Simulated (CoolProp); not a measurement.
C3F8 (R218) at several states: Z from the reference equation and from simpler models built on Tc = 345.0 K, pc = 2640 kPa, ω = 0.317; each cubic takes its own stable root.

Values from CoolProp's reference Helmholtz-energy equation of state, Lemmon 2006. It is a short technical equation, of lower accuracy than the large ones.

| T (K) | p (kPa) | phase | reference |
|---|---|---|---|
| 204.4 | 60.4 | liquid | 0.003861 |
| 342 | 1430 | gas | 0.7745 |
| 387.9 | 71.9 | gas | 0.9941 |

Question: How far does each simpler model (van der Waals, Redlich-Kwong, Peng-Robinson) lie from the reference over these 3 states: mean and median of the absolute difference, and the worst?

Answer: 
- van der Waals: mean 8401.0 %, median 3.7 %, worst +25199.1 % at 204.4 K and 60.4 kPa
- Redlich-Kwong: mean 3.4 %, median 0.5 %, worst +9.6 % at 204.4 K and 60.4 kPa
- Peng-Robinson: mean 3.0 %, median 2.2 %, worst -6.5 % at 204.4 K and 60.4 kPa

At some of these states van der Waals gives the other phase, because its saturation line lies elsewhere.
